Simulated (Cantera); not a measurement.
A Cantera script and what it prints.

```python
import numpy as np
import cantera as ct

gas_names = """
    CL CL2 H HCL H2 N NH NH2 NH3 N2 N2H2 N2H4 Si SiCL SiCL2 SiCL3 SiCL4 SiH SiHCL3 SiH2 SiH2CL2 SiH3
    SiH3CL SiH4 SiN Si2 Si2N Si3
""".split()
cond_names = """
    NH4CL(a) NH4CL(b) Si(cr) Si(L) Si3N4(a)
""".split()


# ... load() reads the species with a 1 bar reference pressure and builds the phases ...
atoms = {
    'SiH2Cl2': {'Si': 1, 'H': 2, 'CL': 2},
    'NH3': {'N': 1, 'H': 3},
    'H2': {'H': 2},
    'N2': {'N': 2},
}
top_T = {'Si3N4(a)': 2400}  # K; cautious upper limits of use, not melting points


# ... equilibrate(T, P, feed) seeds the gas with the atoms and calls Mixture.equilibrate('TP', solver="vcs", rtol=1e-11, max_steps=5000) ...
results = []
feed = {'SiH2Cl2': 1, 'NH3': 45, 'H2': 30, 'N2': 45}  # mol
P = 10000  # Pa
for T in [1073, 1173, 1273, 1373, 1473, 1573, 1673, 1773, 1873, 1973, 2073]:
    mix = equilibrate(T, P, feed)
    results.append((T, P, feed, dict(zip(mix.species_names, mix.species_moles))))
    x = sorted(zip(gas.X, gas.species_names), reverse=True)
    print(f"T = {T:g} K  P = {P:g} Pa  gas = {mix.phase_moles(0):.4g} mol")
    print("   x: " + "  ".join(f"{s} {v:.3e}" for v, s in x if v > 0.001))
    print("   condensed (mol): " + ("  ".join(f"{mix.phase(i).name} {mix.phase_moles(i):.4g}"
          for i in range(1, mix.n_phases) if mix.phase_moles(i) > 1e-12) or "none"))
```

Result:

```
T = 1073 K  P = 10000 Pa  gas = 166.3 mol
   x: H2 5.862e-01  N2 4.018e-01  HCL 1.202e-02
   condensed (mol): Si3N4(a) 0.3333
T = 1173 K  P = 10000 Pa  gas = 166.3 mol
   x: H2 5.862e-01  N2 4.018e-01  HCL 1.202e-02
   condensed (mol): Si3N4(a) 0.3333
T = 1273 K  P = 10000 Pa  gas = 166.3 mol
   x: H2 5.862e-01  N2 4.018e-01  HCL 1.202e-02
   condensed (mol): Si3N4(a) 0.3333
T = 1373 K  P = 10000 Pa  gas = 166.3 mol
   x: H2 5.862e-01  N2 4.018e-01  HCL 1.202e-02
   condensed (mol): Si3N4(a) 0.3333
T = 1473 K  P = 10000 Pa  gas = 166.3 mol
   x: H2 5.862e-01  N2 4.018e-01  HCL 1.201e-02
   condensed (mol): Si3N4(a) 0.333
T = 1573 K  P = 10000 Pa  gas = 166.3 mol
   x: H2 5.861e-01  N2 4.018e-01  HCL 1.197e-02
   condensed (mol): Si3N4(a) 0.332
T = 1673 K  P = 10000 Pa  gas = 166.4 mol
   x: H2 5.860e-01  N2 4.018e-01  HCL 1.187e-02
   condensed (mol): Si3N4(a) 0.3291
T = 1773 K  P = 10000 Pa  gas = 166.4 mol
   x: H2 5.857e-01  N2 4.017e-01  HCL 1.160e-02
   condensed (mol): Si3N4(a) 0.3214
T = 1873 K  P = 10000 Pa  gas = 166.5 mol
   x: H2 5.851e-01  N2 4.017e-01  HCL 1.105e-02  H 1.561e-03
   condensed (mol): Si3N4(a) 0.3001
T = 1973 K  P = 10000 Pa  gas = 167.3 mol
   x: H2 5.815e-01  N2 4.033e-01  HCL 1.085e-02  H 3.254e-03
   condensed (mol): Si(L) 0.8249
T = 2073 K  P = 10000 Pa  gas = 167.7 mol
   x: H2 5.785e-01  N2 4.024e-01  HCL 1.084e-02  H 6.326e-03
   condensed (mol): Si(L) 0.6722
```

Method: chemical equilibrium by Gibbs-energy minimisation in Cantera with the NASA 1993 tables (ideal gas, pure condensed phases). The tables' values for SiCl, SiN are old estimates; treat these amounts as uncertain. Gases not in the tables: Si2H6 and higher silanes.
